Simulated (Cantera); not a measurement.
Charge: 1 mol FeS, 4.1 mol H2S, 0.72 mol N2, 0.36 mol SO3, held at 1448 K and 1 atm.

Method: chemical equilibrium by Gibbs-energy minimisation in Cantera with the NASA 1993 tables (ideal gas, pure condensed phases). Candidate condensed phases: Fe, FeO, Fe(OH)2, Fe(OH)3, FeS, FeSO4, FeS2, Fe2O3, Fe2(SO4)3, Fe3O4, H2O, H2SO4, S; 38 gas species. FeS: taken at fixed stoichiometry. Equilibrium is a limit: real reactors are often held back by kinetics, nucleation or transport.

Base state: H2S 0.341, S2 0.198, H2O 0.177, H2 0.161, N2 0.119, SH 0.00234, SO2 0.000764, S2O 0.000416 (mole fractions); condensed: FeS(s).

Q: What changes in the equilibrium state with this change: H2S from 4.1 to 0.74 mol?

A: 
```csv
species,before,after
N2,0.119,0.346
H2O,0.177,0.290
S2,0.198,0.181
H2S,0.341,0.0433
H2,0.161,0.0214
SO2,0.000764,0.111
SO,0.000111,0.00131
S2O,0.000416,0.00469
SH,0.00234,0.000815
"FeS(s), mol",1.00,1.000
```

Q: What changes in the equilibrium state with this change: temperature from 1448 K to 773.15 K?

A: 
```json
[
 {"species": "H2S", "before": "0.341", "after": "0.604"},
 {"species": "H2O", "before": "0.177", "after": "0.214"},
 {"species": "N2", "before": "0.119", "after": "0.144"},
 {"species": "S2", "before": "0.198", "after": "0.0339"},
 {"species": "H2", "before": "0.161", "after": "0.00102"},
 {"species": "S8", "before": "<1e-9", "after": "0.00234"},
 {"species": "SO", "before": "0.000111", "after": "1.01e-8"},
 {"species": "SH", "before": "0.00234", "after": "3.45e-7"},
 {"species": "S2O", "before": "0.000416", "after": "0.000139"},
 {"species": "FeS(s), mol", "before": "1.00", "after": "0"},
 {"species": "FeS2(s), mol", "before": "0", "after": "1.00"}
]
```
Gases not in the tables: S3 to S7.

Q: What changes in the equilibrium state with this change: temperature from 1448 K to 1598.15 K?

A: 
```tsv
species	before	after
H2S	0.341	0.254
H2	0.161	0.229
S2	0.198	0.225
H2O	0.177	0.169
N2	0.119	0.115
H	3.68e-6	2.53e-5
S	9.62e-6	5.59e-5
SO	0.000111	0.000356
SH	0.00234	0.00530
SO2	0.000764	0.00110
FeS(s), mol	1.00	0
FeS(l), mol	0	1.000
```
